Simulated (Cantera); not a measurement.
# Stirred combustor or abatement burner

A perfectly stirred reactor is fed with CH4 : H2 : O2 : N2 : CO2 = 1 : 1.2 : 4.19 : 15.8 : 1.1 (molar parts), equivalence ratio 0.62, at 5.00 bar; it is adiabatic with a 700 K inlet, and is followed from long to short residence time, starting on the burning branch (τ in s: 0.36, 0.13, 0.044, 0.015, 0.0053, 0.0018, 0.00064, 0.00022, 7.7e-05, 2.7e-05, 9.3e-06).

Cantera simulation using GRI-Mech 3.0 (53 species, 325 reactions); the numbers are that mechanism's predictions, not measurements.

| τ (s) | T (K) | x CH4 | x H2 | x O2 | x N2O | x OH |
|---|---|---|---|---|---|---|
| 0.36 | 1970 | 4.95e-7 | 5.85e-5 | 0.0696 | 4.64e-7 | 0.00108 |
| 0.13 | 1970 | 1.32e-6 | 6.46e-5 | 0.0698 | 4.89e-7 | 0.00112 |
| 0.044 | 1970 | 3.54e-6 | 8.15e-5 | 0.0698 | 5.60e-7 | 0.00121 |
| 0.015 | 1967 | 8.59e-6 | 0.000124 | 0.0699 | 7.29e-7 | 0.00140 |
| 0.0053 | 1962 | 1.84e-5 | 0.000214 | 0.0700 | 1.04e-6 | 0.00175 |
| 0.0018 | 1951 | 3.83e-5 | 0.000409 | 0.0703 | 1.45e-6 | 0.00230 |
| 0.00064 | 1932 | 7.66e-5 | 0.000772 | 0.0710 | 1.67e-6 | 0.00299 |
| 0.00022 | 1898 | 0.000161 | 0.00147 | 0.0724 | 1.57e-6 | 0.00377 |
| 7.7e-5 | 1840 | 0.000368 | 0.00274 | 0.0753 | 1.24e-6 | 0.00436 |
| 2.7e-5 | 1739 | 0.00110 | 0.00553 | 0.0820 | 7.97e-7 | 0.00404 |
| 9.3e-6 | 700 | 0.0429 | 0.0515 | 0.180 | <1e-12 | <1e-12 |
x: mole fraction; the columns are a selection and need not sum to one.
